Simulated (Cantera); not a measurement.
Charge: 1 mol TiCl4, 0.26 mol C3H8, 190 mol H2, 8.5 mol CH4, equilibrated at 1427 °C and 19.0 Pa.

Method: chemical equilibrium by Gibbs-energy minimisation in Cantera with the NASA 1993 tables (ideal gas, pure condensed phases). Candidate condensed phases: C, C6H6, C7H8, C8H18, Ti, TiC, TiCl2, TiCl3, TiCl4; 96 gas species. TiC: taken at fixed stoichiometry. Kinetics and transport are ignored.

Base state: H2 0.970, HCl 0.0188, H 0.0105, Cl 0.000158, C2H2 (acetylene) 7.12e-5 (mole fractions); condensed: C(graphite) + TiC(s).

What changes in the equilibrium state with this change: TiCl4 replaced by Ti(OiPr)4?


| species | before | after |
|---|---|---|
| H2 | 0.970 | 0.972 |
| CO | 0 | 0.0176 |
| H | 0.0105 | 0.0105 |
| HCl | 0.0188 | 0 |
| Cl | 0.000158 | 0 |
| C2H2 (acetylene) | 7.12e-5 | 7.13e-5 |
| C(graphite), mol | 8.25 | 16.2 |
| TiC(s), mol | 1.000 | 1.000 |
The feed counts by its element totals alone. Further candidate phases: H2O, TiO, TiO2, Ti2O3, Ti3O5, Ti4O7.

What changes in the equilibrium state with this change: temperature from 1427 °C to 1852 °C?


```tsv
species	before	after
H2	0.970	0.753
H	0.0105	0.229
HCl	0.0188	0.0138
Ti	4.27e-9	3.90e-5
C2H	4.32e-9	1.07e-5
Cl	0.000158	0.00306
C2H2 (acetylene)	7.12e-5	0.00126
C(graphite), mol	8.25	7.68
TiC(s), mol	1.000	0.988
```

What changes in the equilibrium state with this change: pressure from 19.0 Pa to 1.10 mbar?


```csv
species,before,after
H2,0.970,0.977
HCl,0.0188,0.0189
H,0.0105,0.00439
Cl,0.000158,6.62e-5
C2H2 (acetylene),7.12e-5,7.17e-5
"C(graphite), mol",8.25,8.25
"TiC(s), mol",1.000,1.000
```
